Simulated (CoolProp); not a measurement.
o-xylene along the isobar 0.557 MPa: density (kg/m³) from the reference equation and from simpler models built on Tc = 630.3 K, pc = 3.737 MPa, ω = 0.312; each cubic takes its own stable root.

The numbers come from the reference Helmholtz-energy equation of state, Zhou 2012 in CoolProp.

```json
[
 {"T (K)": "283", "phase": "liquid", "reference": "889.0"},
 {"T (K)": "302.5", "phase": "liquid", "reference": "872.7"},
 {"T (K)": "322.1", "phase": "liquid", "reference": "856.1"},
 {"T (K)": "341.6", "phase": "liquid", "reference": "839.3"},
 {"T (K)": "361.1", "phase": "liquid", "reference": "822.3"},
 {"T (K)": "380.7", "phase": "liquid", "reference": "804.7"},
 {"T (K)": "400.2", "phase": "liquid", "reference": "786.7"},
 {"T (K)": "419.8", "phase": "liquid", "reference": "768.0"}
]
```

**Question.** How far does each simpler model (van der Waals, Soave-Redlich-Kwong) lie from the reference over these 8 states: mean and median of the absolute difference, and the worst?

**Answer.** 
- van der Waals: mean 49.1 %, median 42.2 %, worst -97.5 % at 419.8 K and 0.557 MPa
- Soave-Redlich-Kwong: mean 11.8 %, median 11.6 %, worst -12.7 % at 283 K and 0.557 MPa

At some of these states van der Waals gives the other phase, because its saturation line lies elsewhere.
